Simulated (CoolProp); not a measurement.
A single-stage vapour-compression cycle with hydrogen sulfide: evaporating at 202.15 K (dew point), condensing at 263.15 K (bubble point), superheat 10 K, subcooling 0 K, compressor efficiency 0.75, no pressure losses. Each further row changes one setting.

The numbers come from the reference Helmholtz-energy equation of state, Lemmon 2006 in CoolProp. It is a short technical equation, of lower accuracy than the large ones.

| case | cooling COP | pressure ratio | discharge temperature (K) | refrigerating effect (kJ/kg) | volumetric capacity (kJ/m³) |
|---|---|---|---|---|---|
| as stated | 1.81 | 13.4 | 457.1 | 446 | 497 |
| evaporating temperature 207.15 K | 2.08 | 10.1 | 433.5 | 450 | 649 |
| condensing temperature 258.15 K | 2.02 | 11.4 | 437.7 | 456 | 509 |
| subcooling 5 K | 1.85 | 13.4 | 457.1 | 456 | 509 |
| superheat 20 K | 1.77 | 13.4 | 477.1 | 456 | 485 |
| compressor efficiency 0.65 | 1.57 | 13.4 | 491.5 | 446 | 497 |
